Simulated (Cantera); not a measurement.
Feed: 1 mol C₂F₆, 0.019 mol HCl, 0.13 mol H₂, at 10000 Pa.

Cantera equilibrium calculation (NASA polynomials, part measured and part estimated; ideal gas, pure solids and liquids). Candidate condensed phases: C, C₆H₆, C₇H₈, C₈H₁₈; 118 gas species. The feed counts by its element totals alone. Gases not in the tables: C₂F₆ and larger saturated fluorocarbons. Rates play no part. All values below are at 1523 K.

Base state: CF₄ 0.830, HF 0.160, Cl 0.00558, HCl 0.00231, CClF₃ 0.00178, Cl₂ 0.000673, CF₂ 0.000173, CF₃ 6.38e-5 (mole fractions); condensed: C(graphite).

Problem. What changes in the equilibrium state with this change: pressure from 10000 Pa to 270 Pa?

Solution. 
```
species             before     after
----------------  --------  --------
CF₄                  0.830     0.827
HF                   0.160     0.161
Cl                 0.00558    0.0104
HCl                0.00231  0.000289
F                  1.55e-5  0.000233
Cl₂               0.000673   6.25e-5
C(graphite), mol     0.568     0.569
```

Problem. What changes in the equilibrium state with this change: HCl from 0.019 to 2.9 mol?

Solution. 
```csv
species,before,after
HF,0.160,0.446
CF₄,0.830,0.163
Cl₂,0.000673,0.152
HCl,0.00231,0.146
Cl,0.00558,0.0840
CCl₂F₂,3.14e-6,0.000315
ClF,3.97e-6,3.98e-5
CClF₃,0.00178,0.00792
CF₃,6.38e-5,1.89e-5
CF₂,0.000173,7.66e-5
"C(graphite), mol",0.568,1.08
```
